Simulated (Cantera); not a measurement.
A Cantera script and what it prints.

```python
import numpy as np
import cantera as ct

gas_names = """
    B BCL BCL2 BCL3 BH BH2 BH3 BN B2 CL CL2 H HCL H2 N NH NH2 NH3 N2 N2H2 N2H4
""".split()
cond_names = """
    B(b) B(L) BN(s) NH4CL(a) NH4CL(b)
""".split()


def load(file, names, dense=False):
    # The tables refer to 1 bar. Condensed volumes are neglected.
    table = {s.name: s for s in ct.Species.list_from_file(file)}
    out = []
    for n in names:
        d = dict(table[n].input_data)
        d["thermo"] = dict(d["thermo"], **{"reference-pressure": 1e5})
        if dense:
            d["equation-of-state"] = {"model": "constant-volume", "density": "1e6 g/cm^3"}
        out.append(ct.Species.from_dict(d))
    return out


gas = ct.Solution(thermo="ideal-gas", species=load("nasa_gas.yaml", gas_names))
cond = {s.name: ct.Solution(thermo="fixed-stoichiometry", species=[s], name=s.name)
        for s in load("nasa_condensed.yaml", cond_names, dense=True)}
atoms = {
    'BN': {'B': 1, 'N': 1},
    'HCl': {'H': 1, 'CL': 1},
    'N2': {'N': 2},
}
top_T = {'BN(s)': 3200}  # K; cautious upper limits of use, not melting points


def equilibrate(T, P, feed):
    n = {}
    for name, mol in feed.items():
        for a, k in atoms[name].items():
            n[a] = n.get(a, 0.0) + k * mol
    gas.TPX = T, P, n
    mass = sum(n.values()) * gas.mean_molecular_weight
    gas.equilibrate("TP")
    valid = [c for c in cond.values() if c.min_temp <= T <= top_T.get(c.name, c.max_temp)]
    mix = ct.Mixture([(gas, mass / gas.mean_molecular_weight)] + [(c, 0.0) for c in valid])
    mix.T, mix.P = T, P
    mix.equilibrate("TP", solver="vcs", rtol=1e-11, max_steps=5000)
    return mix


results = []
T = 1775  # K
P = 100000  # Pa
for m in [0.95, 2.1, 3.2, 4.3, 5.4, 6.5, 7.6, 8.7, 9.9, 11, 12, 13, 14]:
    feed = {'BN': 1, 'HCl': 2, 'N2': m}  # mol
    mix = equilibrate(T, P, feed)
    results.append((T, P, feed, dict(zip(mix.species_names, mix.species_moles))))

top = {s: max(r[3][s] / sum(r[3][g] for g in gas_names) for r in results) for s in gas_names}
cols = sorted((s for s in top if top[s] > 0.001), key=lambda s: -top[s])[:7]
seen = [c for c in cond_names if any(r[3].get(c, 0) > 1e-12 for r in results)]
print("log10 of partial pressures in bar; condensed amounts in mol")
print(f"{'n(N2)':>10s}" + "".join(f"{s[:9]:>10s}" for s in cols + seen))
for T, P, feed, n in results:
    ng = sum(n[g] for g in gas_names)
    print(f"{feed['N2']:10.4g}" + "".join(f"{np.log10(max(n[s] / ng * P / 1e5, 1e-99)):10.3f}" for s in cols)
          + "".join(f"{n.get(c, 0):10.4g}" for c in seen))
```

It prints:

```
log10 of partial pressures in bar; condensed amounts in mol
     n(N2)        N2       HCL        H2      BCL3     BN(s)
      0.95    -0.469    -0.242    -1.280    -1.461    0.8968
       2.1    -0.281    -0.376    -1.478    -1.660    0.9092
       3.2    -0.205    -0.474    -1.611    -1.794    0.9154
       4.3    -0.162    -0.555    -1.715    -1.900    0.9195
       5.4    -0.134    -0.622    -1.802    -1.987    0.9226
       6.5    -0.114    -0.681    -1.875    -2.062    0.9251
       7.6    -0.100    -0.732    -1.940    -2.127    0.9271
       8.7    -0.088    -0.778    -1.997    -2.185    0.9289
       9.9    -0.078    -0.823    -2.052    -2.241    0.9305
        11    -0.071    -0.861    -2.098    -2.288    0.9318
        12    -0.066    -0.892    -2.137    -2.328    0.9329
        13    -0.061    -0.921    -2.173    -2.364    0.9338
        14    -0.057    -0.949    -2.206    -2.398    0.9347
```

Equilibrium computed with Cantera from the NASA thermochemical tables; the gas is ideal and each condensed phase is pure. The tables' values for BCl2, BCl are old estimates; treat these amounts as uncertain. Gases not in the tables: BHCl2.
